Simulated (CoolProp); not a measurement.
The fluid at 416.06 K and 0.271 MPa (liquid) is heated at constant pressure to 603 K. The same conditions are run with several fluids, on thermodynamics alone (safety and materials aside).

Model: reference Helmholtz-energy equation of state of each fluid (ethylbenzene: Zhou 2012; tetradecamethylhexasiloxane (MD4M): Thol 2019; n-undecane: Aleksandrov 2011; propylene glycol: Eisenbach 2021), in CoolProp.

Rank ethylbenzene, tetradecamethylhexasiloxane (MD4M), n-undecane, propylene glycol by heat (kJ/kg), highest first.

propylene glycol (1230), n-undecane (763), ethylbenzene (700), tetradecamethylhexasiloxane (MD4M) (475)

| fluid | final density (kg/m³) |
|---|---|
| ethylbenzene | 5.91 |
| tetradecamethylhexasiloxane (MD4M) | 31.4 |
| n-undecane | 9.07 |
| propylene glycol | 4.19 |
